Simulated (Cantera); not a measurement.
What does this Cantera script print?

```python
import numpy as np
import cantera as ct

gas_names = """
    H HNO HNO2 HNO3 HO2 H2 H2O H2O2 N NH NH2 NH3 NH2OH NO NO2 NO3 N2 N2H2 N2H4 N2O O OH O2 O3 Si SiH
    SiH2 SiH3 SiH4 SiN SiO SiO2 Si2 Si2N Si3
""".split()
cond_names = """
    H2O(s) H2O(L) Si(cr) Si(L) SiO2(Lqz) SiO2(hqz) SiO2(L) Si2N2O(s) Si3N4(a)
""".split()


def load(file, names, dense=False):
    # The tables refer to 1 bar. Condensed volumes are neglected.
    table = {s.name: s for s in ct.Species.list_from_file(file)}
    out = []
    for n in names:
        d = dict(table[n].input_data)
        d["thermo"] = dict(d["thermo"], **{"reference-pressure": 1e5})
        if dense:
            d["equation-of-state"] = {"model": "constant-volume", "density": "1e6 g/cm^3"}
        out.append(ct.Species.from_dict(d))
    return out


gas = ct.Solution(thermo="ideal-gas", species=load("nasa_gas.yaml", gas_names))
cond = {s.name: ct.Solution(thermo="fixed-stoichiometry", species=[s], name=s.name)
        for s in load("nasa_condensed.yaml", cond_names, dense=True)}
atoms = {
    'Si3N4': {'Si': 3, 'N': 4},
    'H2O': {'H': 2, 'O': 1},
    'N2': {'N': 2},
}
top_T = {'Si2N2O(s)': 2100, 'Si3N4(a)': 2400}  # K; cautious upper limits of use, not melting points


def equilibrate(T, P, feed):
    n = {}
    for name, mol in feed.items():
        for a, k in atoms[name].items():
            n[a] = n.get(a, 0.0) + k * mol
    gas.TPX = T, P, n
    mass = sum(n.values()) * gas.mean_molecular_weight
    gas.equilibrate("TP")
    valid = [c for c in cond.values() if c.min_temp <= T <= top_T.get(c.name, c.max_temp)]
    mix = ct.Mixture([(gas, mass / gas.mean_molecular_weight)] + [(c, 0.0) for c in valid])
    mix.T, mix.P = T, P
    mix.equilibrate("TP", solver="vcs", rtol=1e-11, max_steps=5000)
    return mix


results = []
feed = {'Si3N4': 1, 'H2O': 0.0063, 'N2': 4}  # mol
P = 133.322  # Pa
for T in [1398, 1423, 1448, 1473, 1498, 1523, 1548, 1573]:
    mix = equilibrate(T, P, feed)
    results.append((T, P, feed, dict(zip(mix.species_names, mix.species_moles))))

top = {s: max(r[3][s] / sum(r[3][g] for g in gas_names) for r in results) for s in gas_names}
cols = sorted((s for s in top if top[s] > 0.001), key=lambda s: -top[s])[:9]
seen = [c for c in cond_names if any(r[3].get(c, 0) > 1e-12 for r in results)]
print("log10 of partial pressures in bar; condensed amounts in mol")
print(f"{'T/K':>10s}" + "".join(f"{s[:9]:>10s}" for s in cols + seen))
for T, P, feed, n in results:
    ng = sum(n[g] for g in gas_names)
    print(f"{T:10.4g}" + "".join(f"{np.log10(max(n[s] / ng * P / 1e5, 1e-99)):10.3f}" for s in cols)
          + "".join(f"{n.get(c, 0):10.4g}" for c in seen))
```

Output:

```
log10 of partial pressures in bar; condensed amounts in mol
       T/K        N2        H2       SiO Si2N2O(s)  Si3N4(a)
      1398    -2.876    -5.679    -8.015  0.006271    0.9958
      1423    -2.876    -5.680    -7.635   0.00623    0.9958
      1448    -2.876    -5.680    -7.268  0.006138    0.9959
      1473    -2.876    -5.681    -6.914  0.005934    0.9959
      1498    -2.876    -5.681    -6.572  0.005495    0.9961
      1523    -2.876    -5.682    -6.242  0.004576    0.9964
      1548    -2.876    -5.684    -5.922  0.002701     0.997
      1573    -2.876    -5.686    -5.680         0    0.9979
```

Equilibrium computed with Cantera from the NASA thermochemical tables; the gas is ideal and each condensed phase is pure. Mutual solubility and eutectic melting of coexisting phases are not modelled.
